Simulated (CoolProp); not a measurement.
Vapour-liquid equilibrium of CH2F2 (R32) (1) + R236EA (2) at 0.497 MPa; x and y are mole fractions of (1).

Values from CoolProp's multi-fluid Helmholtz-energy mixture model, Tillner-Roth 1997 and Rui 2013; pair parameters Bell 2016.

Question: Give the bubble temperature and the first vapour's composition at x = 0.05, 0.55, 0.75. Is there an azeotrope?

Answer: x = 0.05: 319.7 K, y = 0.191; x = 0.55: 276.4 K, y = 0.904; x = 0.75: 267.1 K, y = 0.964. No azeotrope shows between x = 0.05 and 0.95.

The pair parameters rest on a limited set of measurements; away from them the model extrapolates.
